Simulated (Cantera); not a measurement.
A perfectly stirred reactor is fed with CO : O₂ : H₂O : N₂ : H₂ = 0.026 : 0.011 : 0.0001 : 1 : 0.1 (molar parts), equivalence ratio 5.7, at 4.90 bar; it is held at 1325 K, and followed from long to short residence time.

Computed with Cantera and GRI-Mech 3.0 (53 species, 325 reactions). The hydrogen kinetics of GRI-Mech 3.0 are dated; newer H2 mechanisms differ, most at raised pressure.

x: mole fraction; the columns are a selection and need not sum to one.

```csv
τ (s),x CO,x O₂,x H₂O,x H₂O₂,x NO
3.0,0.0205,6.04e-6,0.0171,5.22e-10,2.52e-11
0.67,0.0206,1.31e-5,0.0171,1.18e-9,1.34e-10
0.15,0.0207,2.79e-5,0.0172,2.39e-9,9.13e-10
0.033,0.0209,6.00e-5,0.0173,4.31e-9,?
0.0074,0.0212,0.000127,0.0175,6.79e-9,?
0.0017,0.0216,0.000267,0.0176,9.53e-9,?
0.00037,0.0220,0.000584,0.0173,1.35e-8,?
```

Problem. Complete the blanks.

Solution. 
- 0.033, x NO: 6.48e-9
- 0.0074, x NO: 2.80e-8
- 0.0017, x NO: 6.89e-8
- 0.00037, x NO: 1.40e-7
